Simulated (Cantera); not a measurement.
## borazine + NH3 (boron, boron nitride and boron oxide)

Input: 1 mol borazine, 0.83 mol NH3, at 133 Pa.

Equilibrium computed with Cantera from the NASA thermochemical tables; the gas is ideal and each condensed phase is pure. Candidate condensed phases: B, BN; 15 gas species. The feed counts by its element totals alone. Mutual solubility and eutectic melting of coexisting phases are not modelled. The tables' values for BH2 are old estimates; treat these amounts as uncertain. Kinetics and transport are ignored.

From 577 °C to 1577 °C the condensed part is BN(s). At 1777 °C the condensed part is B(s) + BN(s).

```tsv
T (°C)	log p H2	log p N2	log p H	log p BH2	n BN(s)	n B(s)
577	-2.92	-3.93	-12.15	<-14	3.00	0
777	-2.92	-3.93	-9.55	<-14	3.00	0
977	-2.92	-3.93	-7.77	-13.18	3.00	0
1177	-2.92	-3.93	-6.48	-10.62	3.00	0
1377	-2.92	-3.93	-5.50	-8.69	3.00	0
1577	-2.92	-3.93	-4.73	-7.18	3.00	0
1777	-2.99	-3.61	-4.14	-6.20	1.86	1.13
```
log p: log10 of the partial pressure in bar; n: condensed amount in mol.
